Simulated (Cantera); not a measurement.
A closed system holds: 1 mol CH4, 0.43 mol NH3, at 698.15 K and 21.0 bar.

These are equilibrium values from Cantera (NASA tables, ideal gas, pure condensed phases), not measurements of a reactor. Candidate condensed phases: C, C6H6, C7H8, C8H18; 92 gas species. Kinetics and transport are ignored.

Base state: CH4 0.545, H2 0.332, N2 0.111, NH3 0.0128 (mole fractions); condensed: gas only.

What changes in the equilibrium state with this change: pressure from 21.0 bar to 0.0520 bar?


```tsv
species	before	after
H2	0.332	0.690
CH4	0.545	0.219
N2	0.111	0.0916
NH3	0.0128	8.65e-5
C(graphite), mol	0	0.487
```

What changes in the equilibrium state with this change: temperature from 698.15 K to 2950 K?


```
species           before     after
----------------  ------  --------
H2                 0.332     0.828
N2                 0.111    0.0518
C2H2 (acetylene)   <1e-9    0.0445
CH4                0.545   0.00119
HCN                <1e-9    0.0379
H                  <1e-9    0.0268
NH3               0.0128   2.54e-5
HNC                <1e-9   0.00687
C4H2               <1e-9  0.000995
CH3                <1e-9  0.000617
C2H                <1e-9  0.000230
C(graphite), mol       0     0.591
```
